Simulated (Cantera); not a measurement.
An isothermal, constant-pressure homogeneous reactor starts with 2.91 % H₂, 97.1 % O₂, at 1100 K and 690 Pa.

Computed with Cantera and GRI-Mech 3.0 (53 species, 325 reactions). Radical loss at walls, strong at low pressure, is not modelled.

x: mole fraction; the columns are a selection and need not sum to one.

| t (s) | x H₂ | x O₂ | x H₂O | x H | x H₂O₂ |
|---|---|---|---|---|---|
| 1.00e-6 | 0.0291 | 0.971 | <1e-12 | 1.70e-12 | <1e-12 |
| 5.68e-6 | 0.0291 | 0.971 | <1e-12 | 9.48e-12 | <1e-12 |
| 3.23e-5 | 0.0291 | 0.971 | <1e-12 | 4.93e-11 | <1e-12 |
| 0.000184 | 0.0291 | 0.971 | 3.34e-11 | 2.02e-10 | <1e-12 |
| 0.00104 | 0.0291 | 0.971 | 3.18e-9 | [?] | <1e-12 |
| 0.00593 | 0.0291 | 0.971 | 2.40e-5 | [?] | 3.54e-11 |
| 0.0337 | 0.000294 | 0.950 | 0.0266 | [?] | 2.71e-8 |
| 0.192 | 0.000125 | 0.962 | 0.0284 | [?] | 2.85e-8 |
| 1.09 | 1.12e-5 | 0.970 | 0.0294 | [?] | 2.09e-8 |
| 6.19 | 5.08e-7 | 0.970 | 0.0295 | [?] | 6.01e-9 |
| 35.2 | 3.49e-8 | 0.970 | 0.0295 | [?] | 9.67e-10 |
| 200 | 3.94e-9 | 0.970 | 0.0296 | 1.60e-10 | 1.49e-10 |

Q: Some entries are withheld; supply them.

A: 
- 0.00104, x H: 1.43e-9
- 0.00593, x H: 6.10e-6
- 0.0337, x H: 0.00321
- 0.192, x H: 0.000844
- 1.09, x H: 2.26e-5
- 6.19, x H: 2.25e-7
- 35.2, x H: 4.15e-9
